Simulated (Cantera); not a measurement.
Feed: 1 mol (CH3)2SiCl2, 1 mol C2H4, 4.7 mol H2, 0.093 mol HCl, equilibrated at 1400 K and 0.00120 bar.

These are equilibrium values from Cantera (NASA tables, ideal gas, pure condensed phases), not measurements of a reactor. The feed counts by its element totals alone. The tables' values for SiCl3 are old estimates; treat these amounts as uncertain. Equilibrium is a limit: real reactors are often held back by kinetics, nucleation or transport.

| species | before | after |
|---|---|---|
| H2 | 0.807 | 0.763 |
| HCl | 0.192 | 0.235 |
| SiCl2 | 0.000650 | 0.00103 |
| SiCl3 | 2.40e-5 | 4.77e-5 |
| Cl | 2.48e-5 | 3.11e-5 |
| H | 0.000126 | 0.000123 |
| C(graphite), mol | 3.01 | 1.02 |
| SiC(s), mol | 0.993 | 0.990 |
Gas species are given as mole fractions.

Problem. Name the change that produced these shifts.
(A) C2H4 from 1 to 0.0068 mol
(B) temperature from 1400 K to 1725 K
(C) (CH3)2SiCl2 replaced by SiHCl3
(D) pressure from 0.00120 bar to 1.00 bar

Solution. A, C2H4 from 1 to 0.0068 mol
